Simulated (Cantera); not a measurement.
Feed: 1 mol C2F6, 1.3 mol H2, at 2400 K.

Cantera equilibrium calculation (NASA polynomials, part measured and part estimated; ideal gas, pure solids and liquids). Candidate condensed phases: C, C6H6, C7H8, C8H18; 95 gas species. The feed counts by its element totals alone. The tables' values for C2F4 are old estimates; treat these amounts as uncertain. Gases not in the tables: C2F6 and larger saturated fluorocarbons. The numbers say what is thermodynamically allowed, not how fast it happens.

x: gas mole fraction; n: condensed amount in mol.

```csv
P (Pa),x HF,x F,x CF2,x CF4,x H,x CF,x C3,n C(graphite)
1,0.387,0.556,0.000729,1.77e-10,0.0280,0.0132,0.00981,…
3.60,0.420,0.551,0.00258,7.95e-9,0.00854,0.0131,0.00272,1.85
13,0.433,0.541,0.00897,3.48e-7,0.00248,0.0128,0.000754,1.85
46,0.445,0.514,0.0286,1.25e-5,0.000759,0.0122,0.000213,1.76
170,0.468,0.442,0.0784,0.000347,0.000251,0.0105,5.77e-5,…
600,0.506,0.328,0.152,0.00459,0.000104,0.00776,1.63e-5,…
2200,0.563,0.197,0.201,0.0295,5.24e-5,0.00466,4.46e-6,0.891
7700,0.626,0.0997,0.180,0.0832,3.29e-5,0.00236,1.27e-6,0.864
28000,0.680,0.0433,0.124,0.143,2.26e-5,0.00103,3.50e-7,…
100000,0.714,0.0178,0.0747,0.186,1.62e-5,0.000422,9.81e-8,1.02
```

Complete the blanks.


- 1, n C(graphite): 1.69
- 170, n C(graphite): 1.50
- 600, n C(graphite): 1.15
- 28000, n C(graphite): 0.943
